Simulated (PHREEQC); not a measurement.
Dissolve 0.17 mol/kgw NaHCO3 and 0.00032 mol/kgw Na2SO4 at 25 °C. Closed to the air; pH follows from the charge balance.

Equilibrium calculation in PHREEQC: ion-association model, phreeqc.dat.

This is a speciation only: nothing precipitates in the calculation.

**Question.** Order these Na species by the share of Na that they hold, largest first: NaHCO3, NaCO3-, Na+.

**Answer.** Na+ (95 %), NaHCO3 (4.6 %), NaCO3- (0.86 %)

The pH is 7.94 and the ionic strength 0.163 mol/kgw.
